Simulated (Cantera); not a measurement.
Input (Python, Cantera) and output of one run.

```python
import numpy as np
import cantera as ct

gas_names = """
    CL CL2 H HCL H2 N NH NH2 NH3 N2 N2H2 N2H4 Si SiCL SiCL2 SiCL3 SiCL4 SiH SiHCL3 SiH2 SiH2CL2 SiH3
    SiH3CL SiH4 SiN Si2 Si2N Si3
""".split()
cond_names = """
    NH4CL(a) NH4CL(b) Si(cr) Si(L) Si3N4(a)
""".split()


# ... load() reads the species with a 1 bar reference pressure and builds the phases ...
atoms = {
    'SiCl4': {'Si': 1, 'CL': 4},
    'NH3': {'N': 1, 'H': 3},
    'N2': {'N': 2},
}
top_T = {'Si3N4(a)': 2400}  # K; cautious upper limits of use, not melting points


# ... equilibrate(T, P, feed) seeds the gas with the atoms and calls Mixture.equilibrate('TP', solver="vcs", rtol=1e-11, max_steps=5000) ...
results = []
feed = {'SiCl4': 1, 'NH3': 16, 'N2': 9.4}  # mol
T = 1775  # K
P = 21  # Pa
mix = equilibrate(T, P, feed)
results.append((T, P, feed, dict(zip(mix.species_names, mix.species_moles))))
x = sorted(zip(gas.X, gas.species_names), reverse=True)
print(f"T = {T:g} K  P = {P:g} Pa  gas = {mix.phase_moles(0):.4g} mol")
print("   x: " + "  ".join(f"{s} {v:.3e}" for v, s in x if v > 0.0001))
print("   condensed (mol): " + ("  ".join(f"{mix.phase(i).name} {mix.phase_moles(i):.4g}"
      for i in range(1, mix.n_phases) if mix.phase_moles(i) > 1e-12) or "none"))
```

Result:

```
T = 1775 K  P = 21 Pa  gas = 44.07 mol
   x: H2 5.078e-01  N2 3.948e-01  HCL 5.928e-02  SiCL2 1.467e-02  H 1.423e-02  Si 6.916e-03  CL 1.277e-03  SiCL 8.389e-04
   condensed (mol): none
```

Equilibrium computed with Cantera from the NASA thermochemical tables; the gas is ideal and each condensed phase is pure. The tables' values for SiCl, SiN are old estimates; treat these amounts as uncertain.
